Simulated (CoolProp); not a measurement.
Computed with CoolProp (reference Helmholtz-energy equation of state, Wagner 2002).

Question: Give the vapour pressure (MPa), vapour density (kg/m³), surface tension (mN/m) of saturated water at 505.3 K.

Answer: 
```json
[
 {"T (K)": "505.3", "p (MPa)": "2.91", "vapour density (kg/m³)": "14.5", "surface tension (mN/m)": "30.0"}
]
```

Surface tension comes from a separate correlation (Mulero 2012).
